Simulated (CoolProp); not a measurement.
Saturation properties of R142b.

Values from CoolProp's reference Helmholtz-energy equation of state, Lemmon 2006. It is a short technical equation, of lower accuracy than the large ones.

| T (°C) | p (MPa) | liquid density (kg/m³) | vapour density (kg/m³) | enthalpy of vaporisation (kJ/kg) | liquid cp (kJ/(kg K)) | liquid viscosity (µPa s) |
|---|---|---|---|---|---|---|
| -34.35 | 0.03209 | 1248 | 1.655 | 237.0 | 1.185 | 465 |
| -31.85 | 0.03641 | 1243 | 1.862 | 235.7 | 1.190 | 450 |
| -29.25 | 0.04140 | 1237 | 2.099 | 234.3 | 1.194 | 435 |
| -26.75 | 0.04670 | 1232 | 2.348 | 233.0 | 1.199 | 421 |
| -24.25 | 0.05254 | 1226 | 2.620 | 231.6 | 1.203 | 408 |
| -21.65 | 0.05920 | 1221 | 2.929 | 230.2 | 1.208 | 394 |
| -19.15 | 0.06623 | 1215 | 3.252 | 228.8 | 1.213 | 382 |
| -16.65 | 0.07390 | 1210 | 3.602 | 227.5 | 1.217 | 371 |
| -14.05 | 0.08261 | 1204 | 3.997 | 226.0 | 1.223 | 359 |
| -11.55 | 0.09173 | 1198 | 4.409 | 224.6 | 1.228 | 348 |
| -8.95 | 0.1020 | 1192 | 4.870 | 223.2 | 1.233 | 338 |

It boils at -9.1 °C under 1 atm.

Viscosity comes from a separate model (Huber 2003), an estimate that may be off by 10 % or more.
